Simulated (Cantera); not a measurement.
Charge: 1 mol TiCl4, 34 mol H2, equilibrated at 1100 K and 35.0 Pa.

These are equilibrium values from Cantera (NASA tables, ideal gas, pure condensed phases), not measurements of a reactor. Candidate condensed phases: Ti, TiCl2, TiCl3, TiCl4; 10 gas species. The tables' values for TiCl2 are old estimates; treat these amounts as uncertain. Rates play no part.

Problem. What is the equilibrium state?

Solution. 
```json
{
 "x(H2)": "0.945",
 "x(HCl)": "0.0266",
 "x(TiCl3)": "0.0264",
 "x(TiCl4)": "0.00166",
 "x(TiCl2)": "8.52e-5",
 "x(H)": "1.34e-6",
 "gas_amount": "35.47 mol",
 "log10 activity of Ti(α) (absent)": "-3.76",
 "log10 activity of TiCl4(l) (absent)": "-8.28"
}
```
